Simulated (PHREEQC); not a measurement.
# Brine (model solution)

Dissolve 1.5 mol/kgw NaCl and 0.45 mol/kgw K2SO4 at 25 °C. Closed to the air; pH follows from the charge balance.

All values are PHREEQC results (Pitzer model, pitzer.dat), not measurements.

No solid was allowed to form.

**Question.** What activity of water, density does the model give?

**Answer.** activity of water 0.935; density 1.108 g/cm³.
